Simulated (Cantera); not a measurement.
A perfectly stirred reactor is fed with C₃H₈ : H₂ = 1 : 33 (molar parts), at 93.0 Pa; it is held at 1225 K, and followed from long to short residence time.

Cantera simulation using GRI-Mech 3.0 (53 species, 325 reactions); the numbers are that mechanism's predictions, not measurements. GRI-Mech 3.0 was tuned for natural gas; its chemistry of propane as a main component is partial and can be far from experiment. GRI-Mech 3.0 stops at C3 and has no aromatics, soot or wall deposition, so with more carbon than oxygen in the feed, carbon stays in small species such as C2H2 where larger ones or solid carbon would form. Radical loss at walls, strong at low pressure, is not modelled.

One state of this run: x C₃H₈ = 0.00297; x H₂ = 0.945; x CH₄ = 0.0264; x C₂H₆ = 2.71e-5; x C₂H₄ = 0.0212; x C₂H = 2.43e-10. x: mole fraction; the columns are a selection and need not sum to one.

**Question.** Which value of τ (s) does it belong to?
A) 0.19
B) 0.61
C) 1.9
D) 0.019

**Answer.** B, 0.61
